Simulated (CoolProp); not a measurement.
n-hexane at 293.15 K and 0.00975 MPa flows at 10 m/s in a round tube of 25 mm bore and 0.25 µm roughness, fully developed (64/Re and Nu = 3.66 if laminar; Colebrook and Gnielinski if turbulent). Each further row changes one setting.

The numbers come from the reference Helmholtz-energy equation of state, Thol 2019 in CoolProp.

```tsv
case	Reynolds number	Darcy friction factor	pressure drop (Pa/m)	heat-transfer coefficient (W/(m² K))	mass flow (kg/h)
as stated	14100	0.0283	19.6	21.5	6.14
velocity 20 m/s	28200	0.0239	66.3	37.2	12.3
diameter 50 mm	28200	0.0238	8.28	18.6	24.6
```

Viscosity comes from a separate model (Michailidou 2013). Thermal conductivity comes from a separate model (Assael 2013).
